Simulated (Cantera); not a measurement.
A jet of 1.38 % CH₄, 7.82 % O₂, 90.8 % N₂, equivalence ratio 0.35 at 300 K and 32.3 Torr hits a platinum plate 2.8 cm away at a mass flux of 0.095 kg/m²/s; the plate temperature is set and raised in steps from an oxygen-covered start.

Detailed kinetics in Cantera: Deutschmann's 1995 Pt surface mechanism with GRI-Mech 3.0 gas chemistry. Catalytic surfaces can have several steady states; this one follows from the mechanism file's or the stated starting coverage.

x: mole fraction at the wall; θ: surface coverage.

| plate T (K) | wall x CH₄ | wall x O₂ | wall x H₂O | wall x OH | wall x CO | wall x CO₂ | θ free Pt | θ O* |
|---|---|---|---|---|---|---|---|---|
| 850 | 0.0122 | 0.0747 | 0.00301 | <1e-8 | 3.73e-6 | [?] | 0.190 | 0.810 |
| 900 | 0.0109 | 0.0720 | 0.00540 | 1.87e-8 | 4.81e-6 | [?] | 0.261 | 0.739 |
| 950 | 0.00946 | 0.0690 | 0.00807 | 6.28e-8 | 5.82e-6 | [?] | 0.336 | 0.664 |
| 1000 | 0.00807 | 0.0660 | 0.0106 | 1.79e-7 | 6.81e-6 | [?] | 0.411 | 0.589 |
| 1050 | 0.00688 | 0.0635 | 0.0128 | 4.43e-7 | 7.84e-6 | [?] | 0.485 | 0.515 |
| 1100 | 0.00591 | 0.0615 | 0.0146 | 9.89e-7 | 9.05e-6 | [?] | 0.555 | 0.445 |

Task: Complete the blanks.

Result: 
- 850, wall x CO₂: 0.00196
- 900, wall x CO₂: 0.00352
- 950, wall x CO₂: 0.00527
- 1000, wall x CO₂: 0.00694
- 1050, wall x CO₂: 0.00839
- 1100, wall x CO₂: 0.00955
